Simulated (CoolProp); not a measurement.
A closed Brayton cycle with carbon dioxide: compressor inlet 328.15 K and 9.5 MPa, high pressure 17.6 MPa, turbine inlet 835 K, compressor efficiency 0.85, turbine efficiency 0.85, recuperator effectiveness 0 (on enthalpy, no pinch check). Each further row changes one setting.

Computed with CoolProp (reference Helmholtz-energy equation of state, Span 1996).

```json
[
 {"case": "as stated", "thermal efficiency (%)": "8.7", "net work (kJ/kg)": "52.7", "compressor to turbine work": "0.34", "compressor exit (K)": "375.3", "turbine exit (K)": "763.4"},
 {"case": "turbine inlet 785 K", "thermal efficiency (%)": "8.7", "net work (kJ/kg)": "47.4", "compressor to turbine work": "(withheld)", "compressor exit (K)": "375.3", "turbine exit (K)": "716.0"},
 {"case": "compressor inlet 338.15 K", "thermal efficiency (%)": "8.4", "net work (kJ/kg)": "48.1", "compressor to turbine work": "(withheld)", "compressor exit (K)": "(withheld)", "turbine exit (K)": "763.4"},
 {"case": "high pressure 15 MPa", "thermal efficiency (%)": "(withheld)", "net work (kJ/kg)": "40.5", "compressor to turbine work": "0.32", "compressor exit (K)": "362.9", "turbine exit (K)": "781.7"},
 {"case": "recuperator effectiveness 0.5", "thermal efficiency (%)": "14.1", "net work (kJ/kg)": "52.7", "compressor to turbine work": "0.34", "compressor exit (K)": "375.3", "turbine exit (K)": "763.4"}
]
```

Question: Some entries are withheld; supply them.

Answer: 
- turbine inlet 785 K, compressor to turbine work: 0.36
- compressor inlet 338.15 K, compressor to turbine work: 0.40
- compressor inlet 338.15 K, compressor exit (K): 390.6
- high pressure 15 MPa, thermal efficiency (%): 6.6
